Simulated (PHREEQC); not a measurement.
Solution (25 °C): 32 mmol/kgw CdSO4, 11 mmol/kgw Na2SiF6 and 0.75 mmol/kgw H2SO4. Closed to the air; pH follows from the charge balance.

Model: ion-association model, phreeqc.dat, run in PHREEQC.

Question: The ionic strength comes out as 0.107 mol/kgw. What activity coefficients do NaSO4-, Na+, HF2-, H+, Cd(SO4)2-2 get?

Answer: NaSO4- 0.78, Na+ 0.78, HF2- 0.78, H+ 0.82, Cd(SO4)2-2 0.36.

This is a speciation only: nothing precipitates in the calculation. Examples of supersaturated solids here: Quartz (slow to form), Chalcedony (slow to form). Others may be too. SiF6-2 is the database's only silicon fluoride.
